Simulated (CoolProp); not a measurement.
Vapour-liquid equilibrium of toluene (1) + n-dodecane (2) at 502.7 K; x and y are mole fractions of (1).

Values from CoolProp's multi-fluid Helmholtz-energy mixture model, Lemmon 2006 and Lemmon 2004; pair parameters Bell 2016.

Problem. Give the bubble pressure and the first vapour's composition at x = 0.575, 0.725, 0.875. Is there an azeotrope?

Solution. x = 0.575: 0.6867 MPa, y = 0.894; x = 0.725: 0.8651 MPa, y = 0.941; x = 0.875: 1.057 MPa, y = 0.976. No azeotrope shows between x = 0.05 and 0.95.

Pair parameters are fitted to limited data, so mixtures are less certain than the pure fluids.
